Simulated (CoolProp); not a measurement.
Vapour pressure (bar) of ammonia: the reference equation beside estimates from Tc = 405.6 K, pc = 113.6 bar, ω = 0.256.

Model: reference Helmholtz-energy equation of state, Gao 2020, in CoolProp.

| T (K) | reference | Lee-Kesler | Redlich-Kwong | Soave-Redlich-Kwong |
|---|---|---|---|---|
| 288.9 | 7.465 | 7.485 | 11.50 | 7.480 |
| 292.6 | 8.421 | 8.457 | 12.76 | 8.452 |
| 296.3 | 9.468 | 9.521 | 14.11 | 9.519 |
| 300 | 10.61 | 10.68 | 15.57 | 10.68 |
| 303.7 | 11.86 | 11.95 | 17.13 | 11.96 |
| 307.4 | 13.21 | 13.32 | 18.79 | 13.34 |
| 311.1 | 14.68 | 14.81 | 20.57 | 14.84 |
| 314.8 | 16.27 | 16.42 | 22.46 | 16.46 |
| 318.5 | 17.98 | 18.16 | 24.46 | 18.22 |
| 322.2 | 19.83 | 20.02 | 26.59 | 20.11 |
| 325.9 | 21.82 | 22.03 | 28.85 | 22.14 |
| 329.6 | 23.95 | 24.18 | 31.23 | 24.32 |
| 333.3 | 26.24 | 26.47 | 33.74 | 26.66 |
| 337 | 28.69 | 28.93 | 36.39 | 29.16 |

Absolute difference from the reference over all 14 rows, mean and median: Lee-Kesler 0.8 and 0.9 %, Redlich-Kwong 39.6 and 39.1 %, Soave-Redlich-Kwong 1.1 and 1.1 %.
